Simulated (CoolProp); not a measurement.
R21 along the isobar 0.973 MPa: density (kg/m³) from the reference equation and from simpler models built on Tc = 452.7 K, pc = 5.289 MPa, ω = 0.206; each cubic takes its own stable root.

Model: reference Helmholtz-energy equation of state, Platzer 1990, in CoolProp. This equation is an older, rougher fit; its heat capacities, sound speeds and derivatives of the liquid may be far off and weren't checked against measurements.

```csv
T (K),phase,reference
279.3,liquid,1414
293.1,liquid,1382
307,liquid,1348
320.8,liquid,1313
334.6,liquid,1276
348.5,liquid,1236
362.3,gas,39.43
376.1,gas,36.99
390,gas,34.94
403.8,gas,33.19
417.7,gas,31.64
431.5,gas,30.29
445.3,gas,29.07
459.2,gas,27.96
473,gas,26.95
```

Q: How far does each simpler model (van der Waals, Redlich-Kwong, Soave-Redlich-Kwong, Peng-Robinson) lie from the reference over these 15 states: mean and median of the absolute difference, and the worst?

A: 
- van der Waals: mean 28.4 %, median 4.6 %, worst -96.8 % at 348.5 K and 0.973 MPa
- Redlich-Kwong: mean 10.1 %, median 2.0 %, worst -96.7 % at 348.5 K and 0.973 MPa
- Soave-Redlich-Kwong: mean 3.0 %, median 1.2 %, worst -7.6 % at 348.5 K and 0.973 MPa
- Peng-Robinson: mean 2.6 %, median 0.8 %, worst +6.1 % at 293.1 K and 0.973 MPa

At some of these states van der Waals, Redlich-Kwong gives the other phase, because its saturation line lies elsewhere.
